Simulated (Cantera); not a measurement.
Feed: 1 mol NaI, 5.9 mol H₂, equilibrated at 1825 K and 1.33 mbar.

Method: chemical equilibrium by Gibbs-energy minimisation in Cantera with the NASA 1993 tables (ideal gas, pure condensed phases). Candidate condensed phases: I₂, Na, NaI; 9 gas species. The numbers say what is thermodynamically allowed, not how fast it happens.

Base state: H₂ 0.785, Na 0.0699, I 0.0677, NaI 0.0643, H 0.0107, HI 0.00216, NaH 1.51e-5 (mole fractions); condensed: gas only.

### Question
What changes in the equilibrium state with this change: pressure from 1.33 mbar to 10.0 mbar?

### Answer
```json
[
 {"species": "H₂", "before": "0.785", "after": "0.822"},
 {"species": "NaI", "before": "0.0643", "after": "0.106"},
 {"species": "Na", "before": "0.0699", "after": "0.0337"},
 {"species": "I", "before": "0.0677", "after": "0.0309"},
 {"species": "H", "before": "0.0107", "after": "0.00399"},
 {"species": "NaH", "before": "1.51e-5", "after": "2.04e-5"},
 {"species": "HI", "before": "0.00216", "after": "0.00276"}
]
```
Gases not in the tables: NaBr and NaI dimers.

### Question
What changes in the equilibrium state with this change: temperature from 1825 K to 1975 K?

### Answer
| species | before | after |
|---|---|---|
| H₂ | 0.785 | 0.740 |
| Na | 0.0699 | 0.0999 |
| I | 0.0677 | 0.0979 |
| NaI | 0.0643 | 0.0284 |
| H | 0.0107 | 0.0322 |
| NaH | 1.51e-5 | 2.28e-5 |
| HI | 0.00216 | 0.00197 |
